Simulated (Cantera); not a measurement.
Silicon etching in halogen gases: Si + HF

Input: 1 mol Si, 12 mol HF, equilibrated at 0.0128 Torr.

Method: chemical equilibrium by Gibbs-energy minimisation in Cantera with the NASA 1993 tables (ideal gas, pure condensed phases). Candidate condensed phases: Si; 25 gas species. The tables' values for SiF3, SiF2 are old estimates; treat these amounts as uncertain. Kinetics and transport are ignored.

```csv
T (K),x HF,x H2,x SiF4,x SiF3,x H,x SiF2,x SiHF3
1000,0.727,0.182,0.0909,1.74e-7,2.35e-7,<1e-12,4.91e-8
1050,0.727,0.182,0.0909,7.41e-7,8.39e-7,1.06e-11,1.07e-7
1100,0.727,0.182,0.0909,2.76e-6,2.67e-6,1.24e-10,2.17e-7
1150,0.727,0.182,0.0909,9.16e-6,7.72e-6,1.17e-9,4.14e-7
1200,0.727,0.182,0.0909,2.75e-5,2.04e-5,9.11e-9,7.47e-7
1250,0.727,0.182,0.0908,7.52e-5,5.00e-5,6.00e-8,1.28e-6
1300,0.727,0.182,0.0907,0.000190,0.000114,3.40e-7,2.11e-6
1350,0.727,0.181,0.0904,0.000448,0.000246,1.69e-6,3.34e-6
1400,0.728,0.181,0.0898,0.000985,0.000502,7.41e-6,5.07e-6
1450,0.728,0.180,0.0887,0.00203,0.000973,2.90e-5,7.42e-6
1500,0.729,0.178,0.0866,0.00393,0.00180,0.000102,1.04e-5
1550,0.731,0.175,0.0830,0.00710,0.00320,0.000318,1.38e-5
1600,0.734,0.171,0.0773,0.0119,0.00545,0.000880,1.73e-5
1650,0.738,0.163,0.0691,0.0182,0.00890,0.00214,1.99e-5
```
x: gas mole fraction; nothing condenses.

From 1000 K to 1650 K nothing is condensed. The main Si-bearing gas is SiF4 throughout.
